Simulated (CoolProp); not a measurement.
The fluid at 309.07 K and 0.0145 MPa is compressed adiabatically to 0.0494 MPa with isentropic efficiency 0.85. The same conditions are run with several fluids, on thermodynamics alone (safety and materials aside).

Values from CoolProp's reference Helmholtz-energy equation of state of each fluid (methanol: de Reuck 1993; CF4 (R14): Platzer 1990; n-hexane: Thol 2019; carbon dioxide: Span 1996; CH3F (R41): Lemmon 2006). The equations of Platzer and Polt are older, rougher fits.

Problem. Rank methanol, CF4 (R14), n-hexane, carbon dioxide, CH3F (R41) by work (kJ/kg), highest first.

Solution. methanol (128), CH3F (R41) (124), carbon dioxide (96.2), CF4 (R14) (45.6), n-hexane (43.8)

```tsv
fluid	final temperature (K)	final density (kg/m³)
methanol	393.2	0.488
CF4 (R14)	369.8	1.41
n-hexane	334.9	1.57
carbon dioxide	415.4	0.630
CH3F (R41)	411.1	0.492
```
